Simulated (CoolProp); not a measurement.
Model: reference Helmholtz-energy equation of state, Lemmon 2006, in CoolProp. It is a short technical equation, of lower accuracy than the large ones.

For C3F8 (R218), give the phase and the Z, cv (kJ/(kg K)), expansivity (1/kK) at 298.7 K and 10000 kPa.


- 298.7 K and 10000 kPa: liquid; Z 0.531, cv 0.786, expansivity 2.79
